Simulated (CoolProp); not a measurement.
The fluid at 775.67 K and 1.28 MPa flows at 11 m/s in a round tube of 1 mm bore and 15 µm roughness, fully developed (64/Re and Nu = 3.66 if laminar; Colebrook and Gnielinski if turbulent). The same conditions are run with several fluids, on thermodynamics alone (safety and materials aside).

Model: reference Helmholtz-energy equation of state of each fluid (oxygen: Schmidt 1985; water: Wagner 2002; nitrogen: Span 2000; normal hydrogen: Leachman 2009), in CoolProp.

### Question
Rank oxygen, water, nitrogen, normal hydrogen by Reynolds number, highest first.

### Answer
nitrogen (1730), oxygen (1670), water (1380), normal hydrogen (253)

```csv
fluid,Darcy friction factor,pressure drop (Pa/m),heat-transfer coefficient (W/(m² K)),mass flow (kg/h)
oxygen,0.0382,14600,215,0.197
water,0.0462,10100,248,0.112
nitrogen,0.0370,12400,199,0.172
normal hydrogen,0.253,6100,1370,0.0124
```

Above 300 K oxygen's equation is extrapolated.

Transport values come from each fluid's own correlations.
